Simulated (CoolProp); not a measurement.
The numbers come from the reference Helmholtz-energy equation of state, Lemmon 2006 in CoolProp. It is a short technical equation, of lower accuracy than the large ones.

Question: For CH3F (R41), give the phase and the Z, speed of sound (m/s), Joule-Thomson coefficient (K/MPa), expansivity (1/kK) at 89.35 °C and 3.28 MPa; 89.35 °C and 6.56 MPa; 89.35 °C and 14.8 MPa.

Answer: 
- 89.35 °C and 3.28 MPa: gas; Z 0.853, speed of sound 305, Joule-Thomson coefficient 9.73, expansivity 4.57
- 89.35 °C and 6.56 MPa: supercritical; Z 0.691, speed of sound 278, Joule-Thomson coefficient 8.57, expansivity 8.46
- 89.35 °C and 14.8 MPa: supercritical; Z 0.416, speed of sound 335, Joule-Thomson coefficient 2.48, expansivity 12.7
